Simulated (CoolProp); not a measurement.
A Linde-Hampson liquefier for nitrogen: isothermal reversible compression at 200 K from 1 atm to 40 MPa, throttling to 1 atm, return gas leaving the recuperator 2 K below the feed. Each further row changes one setting.

The numbers come from the reference Helmholtz-energy equation of state, Span 2000 in CoolProp.

```json
[
 {"case": "as stated", "liquid yield per pass": "0.252", "compression work (kJ/kg of gas)": "340"},
 {"case": "high pressure 80 MPa", "liquid yield per pass": "0.185", "compression work (kJ/kg of gas)": "406"},
 {"case": "warm-end temperature 230 K", "liquid yield per pass": "0.185", "compression work (kJ/kg of gas)": "403"},
 {"case": "warm-end gap 7 K", "liquid yield per pass": "0.240", "compression work (kJ/kg of gas)": "340"}
]
```
